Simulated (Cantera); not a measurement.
Thermodynamics of fluorocarbon and chlorocarbon gases, feed CF₄ + F₂ + H₂ + HCl

Charge: 1 mol CF₄, 0.26 mol F₂, 1.5 mol H₂, 0.049 mol HCl, held at 1330 Pa.

Method: chemical equilibrium by Gibbs-energy minimisation in Cantera with the NASA 1993 tables (ideal gas, pure condensed phases). Candidate condensed phases: C, C₆H₆, C₇H₈, C₈H₁₈; 118 gas species. Kinetics and transport are ignored.

```
T (°C)   x HF    x F      x H     x C₃      x C    x CF     x CF₂      x C₂     x Cl  n C(graphite)
------  -----  -----  -------  -------  -------  ------  --------  --------  -------  -------------
2600    0.654  0.281  0.00939  0.00568  0.00108  0.0247    0.0122  0.000563   0.0105          0.740
2650    0.641  0.284   0.0139   0.0101  0.00179  0.0279   0.00958   0.00101   0.0104          0.662
2700    0.622  0.285   0.0203   0.0175  0.00293  0.0312   0.00751   0.00177   0.0101          0.527
2750    0.596  0.286   0.0289   0.0298  0.00472  0.0347   0.00588   0.00305  0.00986          0.293
2800    0.563  0.287   0.0399   0.0445  0.00720  0.0371   0.00451   0.00476  0.00952              0
2850    0.538  0.300   0.0532   0.0431  0.00943  0.0357   0.00326   0.00557  0.00935              0
2900    0.509  0.313   0.0692   0.0413   0.0122  0.0344   0.00239   0.00641  0.00915              0
2950    0.476  0.328   0.0877   0.0389   0.0155  0.0331   0.00177   0.00728  0.00894              0
3000    0.439  0.344    0.108   0.0361   0.0195  0.0317   0.00132   0.00812  0.00870              0
3050    0.400  0.361    0.131   0.0329   0.0243  0.0303  0.000990   0.00892  0.00845              0
3100    0.358  0.378    0.154   0.0294   0.0297  0.0288  0.000744   0.00963  0.00818              0
3150    0.317  0.395    0.178   0.0258   0.0358  0.0272  0.000559    0.0102  0.00790              0
3200    0.276  0.412    0.201   0.0220   0.0427  0.0254  0.000417    0.0106  0.00763              0
```
x: gas mole fraction; n: condensed amount in mol.

From 2600 °C to 2750 °C the condensed part is C(graphite). From 2800 °C to 3200 °C nothing is condensed. The main C-bearing gas is CF at 2600 °C and C₃ at 3200 °C.
